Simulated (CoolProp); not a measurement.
A simple Rankine cycle with R1233zd(E): condensing at 308.15 K, boiler at 1.15 MPa, turbine inlet 392.5 K, turbine efficiency 0.6, pump efficiency 0.8, no recuperator. Each further row changes one setting.

Model: reference Helmholtz-energy equation of state, Akasaka 2022, in CoolProp.

```json
[
 {"case": "as stated", "thermal efficiency (%)": "8.9", "net work (kJ/kg)": "[?]", "heat in (kJ/kg)": "244", "turbine exit temperature (K)": "351.2", "volume ratio over the turbine": "6.69"},
 {"case": "turbine inlet 412.5 K", "thermal efficiency (%)": "8.9", "net work (kJ/kg)": "23.5", "heat in (kJ/kg)": "265", "turbine exit temperature (K)": "372.7", "volume ratio over the turbine": "6.51"},
 {"case": "condensing temperature 300.15 K", "thermal efficiency (%)": "9.8", "net work (kJ/kg)": "[?]", "heat in (kJ/kg)": "[?]", "turbine exit temperature (K)": "[?]", "volume ratio over the turbine": "[?]"},
 {"case": "boiler pressure 0.805 MPa", "thermal efficiency (%)": "7.4", "net work (kJ/kg)": "18.6", "heat in (kJ/kg)": "251", "turbine exit temperature (K)": "361.8", "volume ratio over the turbine": "[?]"},
 {"case": "turbine efficiency 0.5", "thermal efficiency (%)": "7.3", "net work (kJ/kg)": "[?]", "heat in (kJ/kg)": "244", "turbine exit temperature (K)": "[?]", "volume ratio over the turbine": "6.79"}
]
```

Question: What belongs in the gaps?

Answer: 
- as stated, net work (kJ/kg): 21.7
- condensing temperature 300.15 K, net work (kJ/kg): 24.9
- condensing temperature 300.15 K, heat in (kJ/kg): 254
- condensing temperature 300.15 K, turbine exit temperature (K): 346.6
- condensing temperature 300.15 K, volume ratio over the turbine: 8.75
- boiler pressure 0.805 MPa, volume ratio over the turbine: 4.47
- turbine efficiency 0.5, net work (kJ/kg): 17.9
- turbine efficiency 0.5, turbine exit temperature (K): 355.5
